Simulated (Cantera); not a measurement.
An adiabatic, constant-volume homogeneous reactor starts with 1.49 % C3H8, 20.7 % O2, 77.8 % N2, at 1125 K and 0.720 bar.

Cantera simulation using GRI-Mech 3.0 (53 species, 325 reactions); the numbers are that mechanism's predictions, not measurements. GRI-Mech 3.0 was tuned for natural gas; its chemistry of propane as a main component is partial and can be far from experiment.

x: mole fraction; the columns are a selection and need not sum to one.

```tsv
t (s)	T (K)	P (bar)	x C3H8	x O2	x HO2	x CH4	x H2	x CO	x CO2
9.00e-6	1125	0.720	0.0149	0.207	3.93e-8	1.88e-10	(withheld)	<1e-12	<1e-12
3.91e-5	1125	0.720	0.0149	0.207	2.46e-7	3.87e-9	(withheld)	1.87e-12	<1e-12
0.000170	1125	0.720	0.0149	0.207	1.11e-6	7.80e-8	(withheld)	9.15e-11	1.44e-11
0.000740	1125	0.720	0.0149	0.207	3.24e-6	1.73e-6	(withheld)	1.73e-8	2.09e-9
0.00322	1125	0.720	0.0148	0.207	2.56e-6	2.48e-5	(withheld)	1.74e-6	7.33e-8
0.0140	1127	0.722	0.0140	0.207	4.57e-6	0.000166	0.000118	5.48e-5	6.38e-7
0.0608	2148	1.40	<1e-12	0.130	2.83e-6	<1e-12	0.000111	0.000429	0.0436
0.264	2140	1.39	<1e-12	0.128	2.73e-6	<1e-12	0.000106	0.000409	0.0436
1.15	2129	1.38	<1e-12	0.126	2.59e-6	<1e-12	9.95e-5	0.000381	0.0436
5.00	2127	1.38	<1e-12	0.126	2.57e-6	<1e-12	9.87e-5	0.000377	0.0436
```

Question: Some entries are withheld; supply them.

Answer: 
- 9.00e-6, x H2: 2.42e-9
- 3.91e-5, x H2: 1.94e-8
- 0.000170, x H2: 1.09e-7
- 0.000740, x H2: 1.44e-6
- 0.00322, x H2: 1.68e-5
